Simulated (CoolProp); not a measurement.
Properties of ethanol along the isotherm 346.85 °C (Tc = 241.6 °C, pc = 6.268 MPa, ω = 0.644).

Model: reference Helmholtz-energy equation of state, Schroeder 2014, in CoolProp.

```tsv
p (MPa)	phase	cp (kJ/(kg K))	expansivity (1/kK)	viscosity (µPa s)	Prandtl number	fugacity coefficient
0.0991	gas	2.405	1.628	18.1	0.812	0.9981
0.204	gas	2.412	1.644	18.1	0.812	0.9961
0.418	gas	2.426	1.676	18.1	0.813	0.9919
0.858	gas	2.455	1.746	18.2	0.815	0.9834
1.76	gas	2.520	1.901	18.4	0.820	0.9662
3.62	gas	2.672	2.277	18.9	0.840	0.9309
7.43	supercritical	3.106	3.438	21.0	0.925	0.8595
15.3	supercritical	4.642	7.697	32.6	1.45	0.7135
31.3	supercritical	4.379	3.859	59.4	1.92	0.5370
```

Viscosity comes from a separate model (Kiselev 2005). Thermal conductivity comes from a separate model (Assael 2013).
